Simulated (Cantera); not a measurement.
Feed: 1 mol Pb, 0.41 mol H2S, 62 mol H2, held at 825 K and 210 Pa.

Cantera equilibrium calculation (NASA polynomials, part measured and part estimated; ideal gas, pure solids and liquids). Candidate condensed phases: Pb, PbS, S; 10 gas species. Kinetics and transport are ignored.

Base state: H2 0.997, H2S 0.00259, PbS 0.000150, Pb 6.83e-5 (mole fractions); condensed: Pb(l) + PbS(s).

### Question
What changes in the equilibrium state with this change: temperature from 825 K to 1673.15 K?

### Answer
| species | before | after |
|---|---|---|
| H2 | 0.997 | 0.978 |
| Pb | 6.83e-5 | 0.0142 |
| H | <1e-9 | 0.00246 |
| S2 | 1.81e-9 | 0.000841 |
| SH | 5.17e-9 | 0.000860 |
| S | <1e-9 | 0.000156 |
| PbS | 0.000150 | 0.00152 |
| H2S | 0.00259 | 0.00223 |
| Pb(l), mol | 0.747 | 0 |
| PbS(s), mol | 0.239 | 0 |

### Question
What changes in the equilibrium state with this change: temperature from 825 K to 750 K?

### Answer
```json
[
 {"species": "H2", "before": "0.997", "after": "0.999"},
 {"species": "H2S", "before": "0.00259", "after": "0.000860"},
 {"species": "PbS", "before": "0.000150", "after": "5.85e-6"},
 {"species": "Pb", "before": "6.83e-5", "after": "4.51e-6"},
 {"species": "Pb(l), mol", "before": "0.747", "after": "0.643"},
 {"species": "PbS(s), mol", "before": "0.239", "after": "0.356"}
]
```
